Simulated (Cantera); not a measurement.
Charge: 1 mol AlBr3, 11 mol O2, 1 mol N2, at 1623 K and 1.00 bar.

Equilibrium computed with Cantera from the NASA thermochemical tables; the gas is ideal and each condensed phase is pure. Candidate condensed phases: Al, AlBr3, AlN, Al2O3, Br2; 21 gas species. Rates play no part.

Base state: O2 0.754, Br 0.122, N2 0.0730, Br2 0.0495, NO 0.00123, O 1.65e-5 (mole fractions); condensed: Al2O3(s).

Q: What changes in the equilibrium state with this change: 0.11 mol H2O added?

A: 
```json
[
 {"species": "O2", "before": "0.754", "after": "0.749"},
 {"species": "Br", "before": "0.122", "after": "0.119"},
 {"species": "N2", "before": "0.0730", "after": "0.0724"},
 {"species": "HBr", "before": "0", "after": "0.00592"},
 {"species": "H2O", "before": "0", "after": "0.00504"},
 {"species": "Br2", "before": "0.0495", "after": "0.0471"},
 {"species": "OH", "before": "0", "after": "6.50e-5"},
 {"species": "NO", "before": "0.00123", "after": "0.00122"},
 {"species": "Al2O3(s), mol", "before": "0.500", "after": "0.500"}
]
```
Further candidate phases: H2O.
